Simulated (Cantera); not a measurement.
Adiabatic ignition

An adiabatic, constant-volume homogeneous reactor starts with 45.5 % CO, 1.41 % H₂, 11.1 % O₂, 42.0 % N₂, at 1350 K and 0.850 bar.

Cantera simulation using GRI-Mech 3.0 (53 species, 325 reactions); the numbers are that mechanism's predictions, not measurements.

| t (s) | T (K) | P (bar) | x CO | x H₂ | x O₂ | x O | x H |
|---|---|---|---|---|---|---|---|
| 3.00e-6 | 1350 | 0.850 | 0.455 | 0.0141 | 0.111 | 4.87e-8 | 1.50e-8 |
| 1.39e-5 | 1350 | 0.850 | 0.455 | 0.0141 | 0.111 | 4.67e-7 | 3.94e-7 |
| 6.46e-5 | 1366 | 0.860 | 0.450 | 0.0112 | 0.107 | 0.00266 | 0.00248 |
| 0.000300 | 2672 | 1.57 | 0.323 | 0.00188 | 0.0221 | 0.0157 | 0.00733 |
| 0.00139 | 2912 | 1.68 | 0.308 | 0.00194 | 0.0129 | 0.00734 | 0.00411 |
| 0.00646 | 2910 | 1.68 | 0.308 | 0.00195 | 0.0127 | 0.00721 | 0.00409 |
| 0.0300 | 2910 | 1.68 | 0.308 | 0.00195 | 0.0127 | 0.00721 | 0.00409 |
| 0.139 | 2910 | 1.68 | 0.308 | 0.00195 | 0.0127 | 0.00721 | 0.00409 |
| 0.646 | 2910 | 1.68 | 0.308 | 0.00195 | 0.0127 | 0.00721 | 0.00409 |
| 3.00 | 2910 | 1.68 | 0.308 | 0.00195 | 0.0127 | 0.00721 | 0.00409 |
x: mole fraction; the columns are a selection and need not sum to one.

```json
{
  "time_of_steepest_temperature_rise": "0.104 ms",
  "temperature at 3.00 s": "2910 K",
  "equilibrium_temperature": "2910 K",
  "x(CO) at 3.00 s": "0.308 (gas-phase equilibrium 0.308)",
  "x(H₂) at 3.00 s": "0.00195 (gas-phase equilibrium 0.00195)",
  "x(O₂) at 3.00 s": "0.0127 (gas-phase equilibrium 0.0127)"
}
```
